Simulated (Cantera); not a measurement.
Cantera run, input and output.

```python
import numpy as np
import cantera as ct

gas = ct.Solution("gri30.yaml")
gas.TPX = 1225, 120000, {'CO': 1, 'H2': 0.32, 'O2': 0.388, 'N2': 1.46}
reactor = ct.IdealGasReactor(gas, energy="on", clone=False)
net = ct.ReactorNet([reactor])
net.rtol, net.atol = 1e-08, 1e-16
show = ['CO', 'H2', 'O2', 'N2O', 'NO2', 'NO']
times = np.geomspace(4e-06, 2, 12)

steps = ct.SolutionArray(gas, extra=["t"])
rows = []
print(f"{'t/s':>10s}{'T/K':>9s}{'P/Pa':>11s}" + "".join(f"{s:>11s}" for s in show))
for t in times:
    while net.time < t:
        t_next = net.step()
        steps.append(gas.state, t=t_next)
    rows.append([np.interp(t, steps.t, y) for y in (steps.T, steps.P, *steps(*show).X.T)])
    print(f"{t:10.3e}{rows[-1][0]:9.1f}{rows[-1][1]:11.4g}" + "".join(f"{x:11.3e}" for x in rows[-1][2:]))
rate = np.gradient(steps.T, steps.t)
print("integrator steps:", len(steps.t))
if steps.T.max() > steps.T[0] + 200:
    print(f"time of steepest temperature rise: {steps.t[rate.argmax()]:.4e} s")
gas.TPX = 1225, 120000, {'CO': 1, 'H2': 0.32, 'O2': 0.388, 'N2': 1.46}
gas.equilibrate("UV")
print(f"equilibrium (UV): T = {gas.T:.1f} K  " + "  ".join(f"{s} {gas[s].X[0]:.3e}" for s in show))
```

It prints:

```
       t/s      T/K       P/Pa         CO         H2         O2        N2O        NO2         NO
 4.000e-06   1225.0    1.2e+05  3.157e-01  1.010e-01  1.225e-01  8.488e-15  2.077e-25  8.239e-19
 1.319e-05   1225.0    1.2e+05  3.157e-01  1.010e-01  1.225e-01  2.806e-13  1.046e-21  1.628e-16
 4.347e-05   1293.0  1.263e+05  3.110e-01  8.077e-02  1.105e-01  4.687e-09  1.239e-11  4.581e-08
 1.433e-04   2867.9  2.556e+05  2.095e-01  1.704e-02  1.361e-02  3.897e-07  2.263e-07  9.911e-04
 4.725e-04   2919.8  2.591e+05  2.077e-01  1.678e-02  1.081e-02  5.069e-07  1.161e-06  5.198e-03
 1.558e-03   2913.6  2.586e+05  2.082e-01  1.694e-02  1.019e-02  5.481e-07  1.638e-06  7.522e-03
 5.136e-03   2913.4  2.586e+05  2.082e-01  1.694e-02  1.018e-02  5.493e-07  1.649e-06  7.575e-03
 1.693e-02   2913.4  2.586e+05  2.082e-01  1.694e-02  1.018e-02  5.493e-07  1.649e-06  7.575e-03
 5.582e-02   2913.4  2.586e+05  2.082e-01  1.694e-02  1.018e-02  5.493e-07  1.649e-06  7.575e-03
 1.840e-01   2913.4  2.586e+05  2.082e-01  1.694e-02  1.018e-02  5.493e-07  1.649e-06  7.575e-03
 6.067e-01   2913.4  2.586e+05  2.082e-01  1.694e-02  1.018e-02  5.493e-07  1.649e-06  7.575e-03
 2.000e+00   2913.4  2.586e+05  2.082e-01  1.694e-02  1.018e-02  5.493e-07  1.649e-06  7.575e-03
integrator steps: 1301
time of steepest temperature rise: 4.8945e-05 s
equilibrium (UV): T = 2913.4 K  CO 2.082e-01  H2 1.694e-02  O2 1.018e-02  N2O 5.493e-07  NO2 1.649e-06  NO 7.575e-03
```

Detailed kinetics in Cantera: GRI-Mech 3.0 (53 species, 325 reactions).
